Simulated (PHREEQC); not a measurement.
Solution (50 °C): 5.5e-05 mol CaSO4, 0.016 mol Na2HPO4 and 0.077 mol NaCl per kg of water. Closed to the air; pH follows from the charge balance.

Model: ion-association model, wateq4f.dat, run in PHREEQC.

Q: The ionic strength comes out as 0.123 mol/kgw. What activity coefficients do OH-, SO4-2, CaPO4-, Ca+2, NaHPO4- get?

A: OH- 0.74, SO4-2 0.33, CaPO4- 0.77, Ca+2 0.35, NaHPO4- 0.77.

Precipitation was switched off in this run. Examples of supersaturated solids here: Hydroxyapatite. Others may be too. H3PO4, which wateq4f.dat lacks, is added to it with the constant of phreeqc.dat. Constants without temperature data keep their 25 °C values here.
